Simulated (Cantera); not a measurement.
A perfectly stirred reactor is fed with C2H6 : H2 = 1 : 31 (molar parts), at 10.00 Torr; it is held at 1398 K, and followed from long to short residence time.

Computed with Cantera and GRI-Mech 3.0 (53 species, 325 reactions). GRI-Mech 3.0 stops at C3 and has no aromatics, soot or wall deposition, so with more carbon than oxygen in the feed, carbon stays in small species such as C2H2 where larger ones or solid carbon would form. Radical loss at walls, strong at low pressure, is not modelled.

Predict: x(C2H6) at τ = 2.30 s; x(H2) at τ = 2.30 s; x(CH2) at τ = 2.30 s; x(C2H) at τ = 2.30 s; x(CH3) at τ = 2.30 s; x(C2H6) at τ = 0.130 s; x(H2) at τ = 0.130 s; x(CH2) at τ = 0.130 s; x(C2H) at τ = 0.130 s; x(CH3) at τ = 0.130 s.


```json
{
 "x(C2H6) at τ = 2.30 s": "8.56e-5",
 "x(H2) at τ = 2.30 s": "0.960",
 "x(CH2) at τ = 2.30 s": "1.09e-8",
 "x(C2H) at τ = 2.30 s": "3.83e-9",
 "x(CH3) at τ = 2.30 s": "7.77e-5",
 "x(C2H6) at τ = 0.130 s": "0.000882",
 "x(H2) at τ = 0.130 s": "0.957",
 "x(CH2) at τ = 0.130 s": "4.19e-8",
 "x(C2H) at τ = 0.130 s": "3.92e-9",
 "x(CH3) at τ = 0.130 s": "0.000187"
}
```
